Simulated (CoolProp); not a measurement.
Vapour-liquid equilibrium of R143a (1) + R236FA (2) at 0.36 MPa; x and y are mole fractions of (1).

Values from CoolProp's multi-fluid Helmholtz-energy mixture model, Lemmon and Jacobsen 2000 and Pan 2012; pair parameters Bell 2016.

| x | bubble temperature, mixture model (K) | bubble temperature, Raoult's law (K) | y, mixture model | y, Raoult's law |
|---|---|---|---|---|
| 0.05 | 302.9 | 301.7 | 0.148 | 0.192 |
| 0.125 | 297.3 | 295.1 | 0.333 | 0.404 |
| 0.2 | 292.1 | 289.4 | 0.482 | 0.554 |
| 0.275 | 287.3 | 284.4 | 0.599 | 0.663 |
| 0.35 | 282.8 | 280.1 | 0.692 | 0.743 |
| 0.425 | 278.7 | 276.3 | 0.765 | 0.805 |
| 0.5 | 274.9 | 272.8 | 0.823 | 0.852 |
| 0.575 | 271.5 | 269.8 | 0.869 | 0.890 |
| 0.65 | 268.3 | 267.0 | 0.905 | 0.919 |
| 0.725 | 265.5 | 264.5 | 0.934 | 0.943 |
| 0.8 | 262.8 | 262.1 | 0.957 | 0.963 |
| 0.875 | 260.4 | 260.0 | 0.976 | 0.979 |
| 0.95 | 258.2 | 258.0 | 0.991 | 0.992 |

The largest gap from Raoult's law is +2.9 K in bubble temperature, at x = 0.275. No azeotrope shows between x = 0.05 and 0.95.

The pair parameters rest on a limited set of measurements; away from them the model extrapolates.
